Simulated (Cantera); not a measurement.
An isothermal, constant-pressure homogeneous reactor starts with 44.1 % CH4, 48.5 % H2O, 7.49 % H2, at 1373 K and 13300 Pa.

Computed with Cantera and GRI-Mech 3.0 (53 species, 325 reactions).

x: mole fraction; the columns are a selection and need not sum to one.

```tsv
t (s)	x CH4	x H2O	x H2	x CH2O	x C2H2
2.00e-5	0.441	0.485	0.0749	<1e-12	<1e-12
7.96e-5	0.441	0.485	0.0749	<1e-12	<1e-12
0.000317	0.441	0.485	0.0749	1.81e-12	<1e-12
0.00126	0.441	0.485	0.0749	1.08e-10	3.86e-12
0.00502	0.440	0.485	0.0749	…	1.18e-9
0.0200	0.440	0.485	0.0750	…	1.36e-7
0.0796	0.440	0.484	0.0754	…	8.78e-6
0.317	0.436	0.484	0.0784	…	0.000383
1.26	0.420	0.479	0.0934	…	0.00489
5.02	0.368	0.460	0.146	…	0.0230
20.0	0.247	0.415	0.269	…	0.0616
```

Task: Complete the blanks.

Result: 
- 0.00502, x CH2O: 4.83e-9
- 0.0200, x CH2O: 6.32e-8
- 0.0796, x CH2O: 3.50e-7
- 0.317, x CH2O: 6.74e-7
- 1.26, x CH2O: 6.19e-7
- 5.02, x CH2O: 4.45e-7
- 20.0, x CH2O: 2.14e-7
